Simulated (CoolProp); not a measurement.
Vapour-liquid equilibrium of R143a (1) + R152A (2) at -31.85 °C; x and y are mole fractions of (1).

Computed with CoolProp (multi-fluid Helmholtz-energy mixture model, Lemmon and Jacobsen 2000 and Outcalt 1996; pair parameters Bell 2016).

| x | bubble pressure (kPa) | y at the bubble point | dew pressure at overall composition x (kPa) | liquid density (mol/L) |
|---|---|---|---|---|
| 0.05 | 79.67 | 0.152 | 73.45 | 15.43 |
| 0.15 | 95.98 | 0.361 | 79.52 | 15.20 |
| 0.25 | 110.6 | 0.502 | 86.61 | 14.96 |
| 0.35 | 124.1 | 0.606 | 94.94 | 14.74 |
| 0.45 | 136.6 | 0.689 | 104.8 | 14.51 |
| 0.55 | 148.6 | 0.758 | 116.5 | 14.29 |
| 0.65 | 160.1 | 0.819 | 130.5 | 14.08 |
| 0.75 | 171.4 | 0.875 | 147.1 | 13.87 |
| 0.85 | 182.6 | 0.926 | 166.2 | 13.67 |
| 0.95 | 193.8 | 0.976 | 187.8 | 13.46 |

No azeotrope shows between x = 0.05 and 0.95.

The pair parameters rest on a limited set of measurements; away from them the model extrapolates.
